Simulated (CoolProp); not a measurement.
Vapour-liquid equilibrium of R143a (1) + R236FA (2) at 0.111 bar; x and y are mole fractions of (1).

Computed with CoolProp (multi-fluid Helmholtz-energy mixture model, Lemmon and Jacobsen 2000 and Pan 2012; pair parameters Bell 2016).

```
x      bubble temperature, mixture model (°C)  bubble temperature, Raoult's law (°C)  y, mixture model  y, Raoult's law
-----  --------------------------------------  -------------------------------------  ----------------  ---------------
0.05                                    -50.2                                  -51.0             0.347            0.381
0.125                                   -57.1                                  -58.2             0.629            0.659
0.2                                     -62.4                                  -63.4             0.772            0.791
0.275                                   -66.6                                  -67.4             0.853            0.863
0.35                                    -69.9                                  -70.6             0.901            0.907
0.425                                   -72.8                                  -73.3             0.931            0.935
0.5                                     -75.1                                  -75.5             0.952            0.953
0.575                                   -77.2                                  -77.4             0.966            0.967
0.65                                    -78.9                                  -79.1             0.977            0.977
0.725                                   -80.5                                  -80.6             0.984            0.984
0.8                                     -81.9                                  -82.0             0.990            0.990
0.875                                   -83.1                                  -83.2             0.995            0.994
0.95                                    -84.3                                  -84.3             0.998            0.998
```

The largest gap from Raoult's law is +1.1 K in bubble temperature, at x = 0.125. No azeotrope shows between x = 0.05 and 0.95.

The pair parameters rest on a limited set of measurements; away from them the model extrapolates.
